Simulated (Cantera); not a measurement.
**Stirred combustor or abatement burner**

A perfectly stirred reactor is fed with 13.3 % H2, 6.67 % O2, 80.0 % N2, equivalence ratio 1.0, at 9.87 atm; it is adiabatic with a 798 K inlet, and is followed from long to short residence time, starting on the burning branch (τ in s: 0.12, 0.052, 0.023, 0.0099, 0.0043, 0.0019, 0.00082, 0.00036, 0.00016, 6.8e-05).

Detailed kinetics in Cantera: GRI-Mech 3.0 (53 species, 325 reactions). The hydrogen kinetics of GRI-Mech 3.0 are dated; newer H2 mechanisms differ, most at raised pressure.

```json
[
 {"τ (s)": "0.12", "T (K)": "1782", "x H2": "0.00111", "x O2": "0.000490", "x OH": "0.000228", "x HO2": "3.03e-7", "x O": "4.69e-6", "x NO": "2.03e-5", "x NO2": "1.11e-8"},
 {"τ (s)": "0.052", "T (K)": "1779", "x H2": "0.00144", "x O2": "0.000645", "x OH": "0.000287", "x HO2": "5.59e-7", "x O": "7.61e-6", "x NO": "1.81e-5", "x NO2": "1.09e-8"},
 {"τ (s)": "0.023", "T (K)": "1776", "x H2": "0.00186", "x O2": "0.000843", "x OH": "0.000360", "x HO2": "9.89e-7", "x O": "1.23e-5", "x NO": "1.59e-5", "x NO2": "1.03e-8"},
 {"τ (s)": "0.0099", "T (K)": "1771", "x H2": "0.00243", "x O2": "0.00111", "x OH": "0.000455", "x HO2": "1.73e-6", "x O": "2.05e-5", "x NO": "1.39e-5", "x NO2": "9.47e-9"},
 {"τ (s)": "0.0043", "T (K)": "1765", "x H2": "0.00317", "x O2": "0.00147", "x OH": "0.000575", "x HO2": "2.90e-6", "x O": "3.43e-5", "x NO": "1.25e-5", "x NO2": "8.74e-9"},
 {"τ (s)": "0.0019", "T (K)": "1757", "x H2": "0.00411", "x O2": "0.00192", "x OH": "0.000725", "x HO2": "4.65e-6", "x O": "5.77e-5", "x NO": "1.17e-5", "x NO2": "8.31e-9"},
 {"τ (s)": "0.00082", "T (K)": "1745", "x H2": "0.00537", "x O2": "0.00254", "x OH": "0.000918", "x HO2": "7.31e-6", "x O": "9.92e-5", "x NO": "1.16e-5", "x NO2": "8.27e-9"},
 {"τ (s)": "0.00036", "T (K)": "1729", "x H2": "0.00698", "x O2": "0.00335", "x OH": "0.00115", "x HO2": "1.10e-5", "x O": "0.000169", "x NO": "1.21e-5", "x NO2": "8.64e-9"},
 {"τ (s)": "0.00016", "T (K)": "1707", "x H2": "0.00907", "x O2": "0.00442", "x OH": "0.00140", "x HO2": "1.63e-5", "x O": "0.000281", "x NO": "1.30e-5", "x NO2": "9.29e-9"},
 {"τ (s)": "6.8e-5", "T (K)": "1674", "x H2": "0.0120", "x O2": "0.00600", "x OH": "0.00167", "x HO2": "2.44e-5", "x O": "0.000465", "x NO": "1.38e-5", "x NO2": "9.97e-9"}
]
```
x: mole fraction; the columns are a selection and need not sum to one.
